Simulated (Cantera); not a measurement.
Feed: 1 mol CH3Cl, 0.63 mol Si, 0.41 mol H2, equilibrated at 1125 °C and 0.0370 bar.

These are equilibrium values from Cantera (NASA tables, ideal gas, pure condensed phases), not measurements of a reactor. Candidate condensed phases: C, C6H6, C7H8, C8H18, Si, SiC; 109 gas species. The tables' values for SiCl3 are old estimates; treat these amounts as uncertain. Equilibrium is a limit: real reactors are often held back by kinetics, nucleation or transport.

Base state: H2 0.601, HCl 0.389, SiCl4 0.00357, SiCl2 0.00353, SiCl3 0.00172, SiHCl3 0.000388, CH4 5.84e-5, H 1.91e-5 (mole fractions); condensed: C(graphite) + SiC(s).

### Question
What changes in the equilibrium state with this change: temperature from 1125 °C to 2575 °C?

### Answer
```csv
species,before,after
H2,0.601,0.294
H,1.91e-5,0.272
HCl,0.389,0.153
Si,<1e-9,0.0904
SiC2,<1e-9,0.0559
Cl,1.02e-5,0.0977
C2H2 (acetylene),1.48e-6,0.0115
Si2C,<1e-9,0.00411
SiH,<1e-9,0.00156
C3,<1e-9,0.00153
C2H,<1e-9,0.00145
"C(graphite), mol",0.392,0.455
"SiC(s), mol",0.608,0
```
The tables' values for SiCl, SiCl3 are old estimates; treat these amounts as uncertain. Gases not in the tables: Si2H6 and higher silanes.
